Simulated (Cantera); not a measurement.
A Cantera script and its output.

```python
import numpy as np
import cantera as ct

gas = ct.Solution("gri30.yaml", transport_model="mixture-averaged")
show = ['NH3', 'NO', 'C2H2']

rows = []
print(f"{'T/K':>7s}{'rho':>11s}{'cp':>10s}{'mu':>11s}{'lambda':>11s}{'Pr':>7s}" + "".join(f"{'D_' + s:>11s}" for s in show))
for T in [400, 650, 900, 1150, 1400, 1650, 1900]:
    gas.TPX = T, 13332, {'C2H2': 0.61}
    Pr = gas.cp_mass * gas.viscosity / gas.thermal_conductivity
    D = [gas.mix_diff_coeffs_mole[gas.species_index(s)] for s in show]
    rows.append([gas.density, gas.cp_mass, gas.viscosity, gas.thermal_conductivity, Pr, *D])
    print(f"{T:7g}{gas.density:11.4e}{gas.cp_mass:10.1f}{gas.viscosity:11.4e}"
          f"{gas.thermal_conductivity:11.4e}{Pr:7.3f}" + "".join(f"{d:11.4e}" for d in D))
print("SI units: kg/m3, J/kg/K, Pa s, W/m/K, m2/s")
```

It prints:

```
    T/K        rho        cp         mu     lambda     Pr      D_NH3       D_NO     D_C2H2
    400 1.0438e-01    1930.6 1.3577e-05 3.5701e-02  0.734 2.2157e-04 2.0983e-04-8.2185e-02
    650 6.4233e-02    2287.6 2.0067e-05 6.2388e-02  0.736 5.5515e-04 4.8939e-04-1.9837e-01
    900 4.6390e-02    2526.1 2.5458e-05 8.7652e-02  0.734 1.0001e-03 8.5123e-04-3.5061e-01
   1150 3.6305e-02    2718.4 3.0194e-05 1.1179e-01  0.734 1.5398e-03 1.2855e-03-5.3405e-01
   1400 2.9822e-02    2869.6 3.4492e-05 1.3483e-01  0.734 2.1639e-03 1.7859e-03-7.4566e-01
   1650 2.5304e-02    2987.5 3.8475e-05 1.5678e-01  0.733 2.8655e-03 2.3481e-03-9.8337e-01
   1900 2.1974e-02    3079.4 4.2217e-05 1.7766e-01  0.732 3.6398e-03 2.9685e-03-1.2457e+00
SI units: kg/m3, J/kg/K, Pa s, W/m/K, m2/s
```

Detailed kinetics in Cantera: GRI-Mech 3.0 (53 species, 325 reactions). The composition is frozen, though it would react at the higher temperatures.
